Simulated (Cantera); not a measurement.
A perfectly stirred reactor is fed with C2H6 : N2 = 1 : 94 (molar parts), at 0.0132 atm; it is held at 1525 K, and followed from long to short residence time.

Detailed kinetics in Cantera: GRI-Mech 3.0 (53 species, 325 reactions). GRI-Mech 3.0 stops at C3 and has no aromatics, soot or wall deposition, so with more carbon than oxygen in the feed, carbon stays in small species such as C2H2 where larger ones or solid carbon would form. Radical loss at walls, strong at low pressure, is not modelled.

What does this change do: pressure from 0.0132 atm to 0.0263 atm?


```csv
quantity,before,after
x(C2H6) at τ = 3.90 s,1.26e-5,8.84e-6
x(CH2) at τ = 3.90 s,6.02e-7,3.22e-7
x(CH3) at τ = 3.90 s,0.000120,8.46e-5
x(HCN) at τ = 3.90 s,3.80e-5,2.92e-5
x(H2) at τ = 3.90 s,0.0191,0.0192
x(C2H6) at τ = 77.0 ms,0.000462,0.000301
x(CH2) at τ = 77.0 ms,3.44e-6,2.21e-6
x(CH3) at τ = 77.0 ms,0.000741,0.000499
x(HCN) at τ = 77.0 ms,6.70e-6,6.70e-6
x(H2) at τ = 77.0 ms,0.0140,0.0152
```

What does this change do: pressure from 0.0132 atm to 0.00898 atm?


```json
[
 {"quantity": "x(C2H6) at τ = 3.90 s", "before": "1.26e-5", "after": "1.59e-5"},
 {"quantity": "x(CH2) at τ = 3.90 s", "before": "6.02e-7", "after": "8.05e-7"},
 {"quantity": "x(CH3) at τ = 3.90 s", "before": "0.000120", "after": "0.000146"},
 {"quantity": "x(HCN) at τ = 3.90 s", "before": "3.80e-5", "after": "3.94e-5"},
 {"quantity": "x(H2) at τ = 3.90 s", "before": "0.0191", "after": "0.0190"},
 {"quantity": "x(C2H6) at τ = 77.0 ms", "before": "0.000462", "after": "0.000596"},
 {"quantity": "x(CH2) at τ = 77.0 ms", "before": "3.44e-6", "after": "4.23e-6"},
 {"quantity": "x(CH3) at τ = 77.0 ms", "before": "0.000741", "after": "0.000915"},
 {"quantity": "x(HCN) at τ = 77.0 ms", "before": "6.70e-6", "after": "6.37e-6"},
 {"quantity": "x(H2) at τ = 77.0 ms", "before": "0.0140", "after": "0.0132"}
]
```

What does this change do: pressure from 0.0132 atm to 0.00859 atm?


| quantity | before | after |
|---|---|---|
| x(C2H6) at τ = 3.90 s | 1.26e-5 | 1.64e-5 |
| x(CH2) at τ = 3.90 s | 6.02e-7 | 8.31e-7 |
| x(CH3) at τ = 3.90 s | 0.000120 | 0.000149 |
| x(HCN) at τ = 3.90 s | 3.80e-5 | 3.94e-5 |
| x(H2) at τ = 3.90 s | 0.0191 | 0.0190 |
| x(C2H6) at τ = 77.0 ms | 0.000462 | 0.000615 |
| x(CH2) at τ = 77.0 ms | 3.44e-6 | 4.33e-6 |
| x(CH3) at τ = 77.0 ms | 0.000741 | 0.000938 |
| x(HCN) at τ = 77.0 ms | 6.70e-6 | 6.32e-6 |
| x(H2) at τ = 77.0 ms | 0.0140 | 0.0131 |
